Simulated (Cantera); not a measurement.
Cantera run:

```python
import numpy as np
import cantera as ct

gas_names = """
    N NO NO2 NO3 N2 N2O O O2 O3 Si SiN SiO SiO2 Si2 Si2N Si3
""".split()
cond_names = """
    Si(cr) Si(L) SiO2(Lqz) SiO2(hqz) SiO2(L) Si2N2O(s) Si3N4(a)
""".split()


# ... load() reads the species with a 1 bar reference pressure and builds the phases ...
atoms = {
    'Si3N4': {'Si': 3, 'N': 4},
    'O2': {'O': 2},
    'N2': {'N': 2},
}
top_T = {'Si2N2O(s)': 2100, 'Si3N4(a)': 2400}  # K; cautious upper limits of use, not melting points


# ... equilibrate(T, P, feed) seeds the gas with the atoms and calls Mixture.equilibrate('TP', solver="vcs", rtol=1e-11, max_steps=5000) ...
results = []
feed = {'Si3N4': 1, 'O2': 0.002, 'N2': 58}  # mol
T = 2098.15  # K
for P in [0.1, 0.6, 3.6, 22, 130, 770, 4600, 28000, 170000, 1000000]:
    mix = equilibrate(T, P, feed)
    results.append((T, P, feed, dict(zip(mix.species_names, mix.species_moles))))

top = {s: max(r[3][s] / sum(r[3][g] for g in gas_names) for r in results) for s in gas_names}
cols = sorted((s for s in top if top[s] > 1e-06), key=lambda s: -top[s])[:9]
seen = [c for c in cond_names if any(r[3].get(c, 0) > 1e-12 for r in results)]
print("log10 of partial pressures in bar; condensed amounts in mol")
print(f"{'P/Pa':>10s}" + "".join(f"{s[:9]:>10s}" for s in cols + seen))
for T, P, feed, n in results:
    ng = sum(n[g] for g in gas_names)
    print(f"{P:10.4g}" + "".join(f"{np.log10(max(n[s] / ng * P / 1e5, 1e-99)):10.3f}" for s in cols)
          + "".join(f"{n.get(c, 0):10.4g}" for c in seen))
```

It prints:

```
log10 of partial pressures in bar; condensed amounts in mol
      P/Pa        N2        Si      Si2N       SiN       Si2       SiO       Si3         N     Si(L)  Si3N4(a)
       0.1    -6.021    -7.323   -14.374   -11.015   -12.649   -10.197   -16.778   -11.469         0         0
       0.6    -5.243    -6.545   -12.429    -9.848   -11.093    -9.419   -14.444   -11.080         0         0
       3.6    -4.465    -5.767   -10.485    -8.681    -9.538    -8.641   -12.111   -10.691         0         0
        22    -3.679    -4.983    -8.523    -7.503    -7.969    -7.855    -9.758   -10.297         0         0
       130    -2.907    -4.221    -6.613    -6.356    -6.445    -7.083    -7.472    -9.912         0         0
       770    -2.121    -3.883    -5.545    -5.625    -5.770    -6.297    -6.459    -9.519     1.859         0
      4600    -1.339    -3.883    -5.154    -5.234    -5.770    -5.515    -6.459    -9.127     2.793         0
   2.8e+04    -0.553    -3.883    -4.761    -4.841    -5.770    -4.729    -6.459    -8.735     2.956         0
   1.7e+05     0.230    -4.205    -5.012    -4.771    -6.413    -3.931    -7.424    -8.343         0    0.9975
     1e+06     1.000    -4.718    -5.654    -4.899    -7.439    -3.161    -8.963    -7.958         0    0.9986
```

Method: chemical equilibrium by Gibbs-energy minimisation in Cantera with the NASA 1993 tables (ideal gas, pure condensed phases). The tables' values for SiN are old estimates; treat these amounts as uncertain.
